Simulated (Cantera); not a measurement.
An adiabatic, constant-pressure homogeneous reactor starts with C3H8 : O2 : N2 : H2O = 1 : 4.6 : 31.5 : 3.2 (molar parts), equivalence ratio 1.1, at 1325 K and 645 Torr.

Computed with Cantera and GRI-Mech 3.0 (53 species, 325 reactions). GRI-Mech 3.0 was tuned for natural gas; its chemistry of propane as a main component is partial and can be far from experiment.

Q: Predict: time of steepest temperature rise; temperature at 9.00 s; equilibrium temperature; x(O2) at 9.00 s; x(H2O) at 9.00 s; x(H2O2) at 9.00 s; x(HCO) at 9.00 s.

A: 
```
Property                                                            Result
---------------------------------  ---------------------------------------
time of steepest temperature rise                                  1.15 ms
temperature at 9.00 s                                               2350 K
equilibrium temperature                                             2350 K
x(O2) at 9.00 s                    0.00253 (gas-phase equilibrium 0.00253)
x(H2O) at 9.00 s                       0.160 (gas-phase equilibrium 0.160)
x(H2O2) at 9.00 s                  3.72e-8 (gas-phase equilibrium 3.72e-8)
x(HCO) at 9.00 s                   3.69e-9 (gas-phase equilibrium 3.69e-9)
```
